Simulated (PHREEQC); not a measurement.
A solution holds 0.012 mol Pb(NO3)2, 0.00017 mol NaNO3 and 0.03 mol Na2SO4 per kg of water, at 50 °C. It is in equilibrium with CO2 at log p = -3.5 (atm). Otherwise closed; pH follows from the charge balance.

The numbers come from PHREEQC with the ion-association model, phreeqc.dat.

**Question.** The ionic strength comes out as 0.0919 mol/kgw. What activity coefficients do Pb(SO4)2-2, NO3-, H+, Na+, PbOH+ get?

**Answer.** Pb(SO4)2-2 0.36, NO3- 0.75, H+ 0.82, Na+ 0.78, PbOH+ 0.78.

This is a speciation only: nothing precipitates in the calculation. The solution is supersaturated, for example in Anglesite, Pb(OH)2, so a real one may precipitate; this is no full list. Away from 25 °C the constants follow the database's enthalpies or fits; those with neither stay at their 25 °C values.
